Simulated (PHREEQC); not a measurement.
Dissolve 0.56 mol NaCl, 0.03 mol KCl and 0.162 mol MgCl2 per kg of water at 25 °C. Closed to the air; pH follows from the charge balance.

Computed with PHREEQC (Pitzer model, pitzer.dat).

ionic strength: 1.08 mol/kgw
activity of water: 0.972
density: 1.033 g/cm³
osmotic coefficient: 0.935

| species | molality | activity | log γ |
|---|---|---|---|
| Cl- | 0.914 | 0.549 | -0.222 |
| Na+ | 0.560 | 0.413 | -0.133 |
| Mg+2 | 0.162 | 0.0471 | -0.536 |
| K+ | 0.0300 | 0.0196 | -0.185 |
| H+ | 3.08e-7 | 2.89e-7 | -0.026 |
| MgOH+ | 2.27e-7 | 2.46e-7 | 0.034 |
| OH- | 8.02e-8 | 3.40e-8 | -0.373 |

Precipitation was switched off in this run.
